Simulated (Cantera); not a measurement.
An adiabatic, constant-pressure homogeneous reactor starts with 13.2 % H₂, 17.9 % O₂, 67.3 % N₂, 1.59 % CO₂, at 1175 K and 5.72 atm.

Cantera simulation using GRI-Mech 3.0 (53 species, 325 reactions); the numbers are that mechanism's predictions, not measurements. The hydrogen kinetics of GRI-Mech 3.0 are dated; newer H2 mechanisms differ, most at raised pressure.

Problem. Predict: time of steepest temperature rise; temperature at 8.00 s; equilibrium temperature; x(H₂) at 8.00 s; x(O₂) at 8.00 s; x(H) at 8.00 s; x(O) at 8.00 s; x(H₂O) at 8.00 s; x(H₂O₂) at 8.00 s.

Solution. 
| Property | Value |
|---|---|
| time of steepest temperature rise | 31.5 µs |
| temperature at 8.00 s | 2086 K |
| equilibrium temperature | 2086 K |
| x(H₂) at 8.00 s | 9.28e-5 (gas-phase equilibrium 9.28e-5) |
| x(O₂) at 8.00 s | 0.117 (gas-phase equilibrium 0.117) |
| x(H) at 8.00 s | 1.15e-5 (gas-phase equilibrium 1.15e-5) |
| x(O) at 8.00 s | 0.000180 (gas-phase equilibrium 0.000180) |
| x(H₂O) at 8.00 s | 0.141 (gas-phase equilibrium 0.141) |
| x(H₂O₂) at 8.00 s | 2.82e-7 (gas-phase equilibrium 2.82e-7) |
